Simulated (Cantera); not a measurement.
Mixture: CH4 : C2H6 : C3H8 : O2 : N2 = 1 : 0.085 : 0.22 : 2.7 : 12.9 (molar parts), equivalence ratio 1.3, at 1.60 bar, adiabatic and at constant pressure. Ignition delay is the time to a rise of 400 K.

Cantera simulation using GRI-Mech 3.0 (53 species, 325 reactions); the numbers are that mechanism's predictions, not measurements. GRI-Mech 3.0 was tuned for natural gas; its chemistry of propane as a main component is partial and can be far from experiment.

### Question
Predict: delay at 1300 K; delay at 1400 K; delay at 1500 K; delay at 1600 K; apparent activation energy between 1550 and 1650 K.

### Answer
* **delay at 1300 K**: 1.21 ms
* **delay at 1400 K**: 0.330 ms
* **delay at 1500 K**: 0.117 ms
* **delay at 1600 K**: 51.8 µs
* **apparent activation energy between 1550 and 1650 K**: 150 kJ/mol
